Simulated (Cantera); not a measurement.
An isothermal, constant-pressure homogeneous reactor starts with NO : N₂ = 1 : 0.18 (molar parts), at 1650 K and 100.0 Torr. Integrator tolerance rtol = 1e-08.

Computed with Cantera and GRI-Mech 3.0 (53 species, 325 reactions).

Question: What does this change do: temperature 1650 to 2000 K?

Answer: 
```tsv
quantity	before	after
x(NO) at 200 s	0.203 (gas-phase equilibrium 0.00290)	0.00924 (gas-phase equilibrium 0.00924)
x(N₂O) at 200 s	1.31e-5 (gas-phase equilibrium 5.34e-8)	1.62e-7 (gas-phase equilibrium 1.62e-7)
x(NO₂) at 200 s	0.000322 (gas-phase equilibrium 5.30e-6)	8.20e-6 (gas-phase equilibrium 8.20e-6)
x(O₂) at 200 s	0.322 (gas-phase equilibrium 0.422)	0.418 (gas-phase equilibrium 0.418)
x(N₂) at 200 s	0.475 (gas-phase equilibrium 0.575)	0.571 (gas-phase equilibrium 0.571)
x(O) at 200 s	4.08e-5 (gas-phase equilibrium 4.64e-5)	0.00119 (gas-phase equilibrium 0.00119)
```

Question: What does this change do: temperature 1650 to 1800 K?

Answer: 
```
quantity                                           before                                      after
---------------  ----------------------------------------  -----------------------------------------
x(NO) at 200 s      0.203 (gas-phase equilibrium 0.00290)     0.0140 (gas-phase equilibrium 0.00504)
x(N₂O) at 200 s   1.31e-5 (gas-phase equilibrium 5.34e-8)    1.43e-7 (gas-phase equilibrium 9.03e-8)
x(NO₂) at 200 s  0.000322 (gas-phase equilibrium 5.30e-6)    1.80e-5 (gas-phase equilibrium 6.53e-6)
x(O₂) at 200 s        0.322 (gas-phase equilibrium 0.422)        0.417 (gas-phase equilibrium 0.421)
x(N₂) at 200 s        0.475 (gas-phase equilibrium 0.575)        0.569 (gas-phase equilibrium 0.574)
x(O) at 200 s     4.08e-5 (gas-phase equilibrium 4.64e-5)  0.000216 (gas-phase equilibrium 0.000218)
```
